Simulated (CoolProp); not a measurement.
Diethyl ether along the isobar 3.94 MPa: fugacity coefficient from the reference equation and from simpler models built on Tc = 194.7 °C, pc = 3.717 MPa, ω = 0.282; each cubic takes its own stable root.

Values from CoolProp's reference Helmholtz-energy equation of state, Thol 2014.

```
T (°C)          phase  reference  van der Waals  Redlich-Kwong  Peng-Robinson
------  -------------  ---------  -------------  -------------  -------------
23.35          liquid    0.01939         0.1279        0.03850        0.01940
51.25          liquid    0.04924         0.1934        0.08312        0.04900
79.25          liquid     0.1036         0.2723         0.1526         0.1031
107.15         liquid     0.1880         0.3618         0.2469         0.1874
135.15         liquid     0.3043         0.4591         0.3631         0.3038
163.05         liquid     0.4473         0.5592         0.4925         0.4456
191.05         liquid     0.6050         0.6560         0.6223         0.5967
218.95  supercritical     0.7042         0.7208         0.7021         0.6872
246.95  supercritical     0.7608         0.7605         0.7501         0.7419
274.85  supercritical     0.8036         0.7917         0.7874         0.7848
```
